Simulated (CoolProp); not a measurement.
Vapour-liquid equilibrium of ethane (1) + C2F6 (R116) (2) at 0.426 MPa; x and y are mole fractions of (1).

Model: multi-fluid Helmholtz-energy mixture model, Bücker 2006 and Lemmon 2006; pair parameters Bell 2016, in CoolProp.

```json
[
 {"x": "0.05", "bubble temperature (°C)": "-49.7", "y at the bubble point": "0.149", "dew temperature at overall composition x (°C)": "-47.5", "liquid density (mol/L)": "10.80"},
 {"x": "0.2", "bubble temperature (°C)": "-57.0", "y at the bubble point": "0.441", "dew temperature at overall composition x (°C)": "-50.9", "liquid density (mol/L)": "11.56"},
 {"x": "0.35", "bubble temperature (°C)": "-60.6", "y at the bubble point": "0.575", "dew temperature at overall composition x (°C)": "-54.6", "liquid density (mol/L)": "12.28"},
 {"x": "0.5", "bubble temperature (°C)": "-62.0", "y at the bubble point": "0.637", "dew temperature at overall composition x (°C)": "-58.6", "liquid density (mol/L)": "13.05"},
 {"x": "0.65", "bubble temperature (°C)": "-62.4", "y at the bubble point": "0.673", "dew temperature at overall composition x (°C)": "-62.2", "liquid density (mol/L)": "13.94"},
 {"x": "0.8", "bubble temperature (°C)": "-62.1", "y at the bubble point": "0.722", "dew temperature at overall composition x (°C)": "-60.9", "liquid density (mol/L)": "15.04"},
 {"x": "0.95", "bubble temperature (°C)": "-59.6", "y at the bubble point": "0.873", "dew temperature at overall composition x (°C)": "-58.0", "liquid density (mol/L)": "16.29"}
]
```

y crosses x between x = 0.65 and 0.8: the model has an azeotrope there.

Pair parameters are fitted to limited data, so mixtures are less certain than the pure fluids. With so large a gap from Raoult's law the liquid may split in two, which this calculation doesn't test in full.
